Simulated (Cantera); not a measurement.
A perfectly stirred reactor is fed with 90.9 % NO, 9.09 % N2, at 100000 Pa; it is held at 1750 K, and followed from long to short residence time.

Detailed kinetics in Cantera: GRI-Mech 3.0 (53 species, 325 reactions).

x: mole fraction; the columns are a selection and need not sum to one.

```tsv
τ (s)	x NO	x N2O	x NO2	x O2	x N2	x O
3.0	0.580	[?]	0.00144	0.163	0.255	3.13e-5
0.81	0.763	[?]	0.00129	0.0721	0.164	2.17e-5
0.22	0.860	0.000293	0.000918	0.0239	0.115	1.41e-5
0.060	0.895	0.000310	0.000648	0.00668	0.0978	9.95e-6
0.016	0.905	[?]	0.000498	0.00155	0.0926	7.83e-6
0.0045	0.908	[?]	0.000352	0.000266	0.0913	5.91e-6
0.0012	0.909	[?]	0.000151	1.80e-5	0.0910	3.21e-6
0.00033	0.909	[?]	4.11e-5	8.10e-7	0.0909	1.60e-6
```

Problem. Complete the blanks.

Solution. 
- 3.0, x N2O: 0.000131
- 0.81, x N2O: 0.000230
- 0.016, x N2O: 0.000284
- 0.0045, x N2O: 0.000208
- 0.0012, x N2O: 0.000101
- 0.00033, x N2O: 3.56e-5
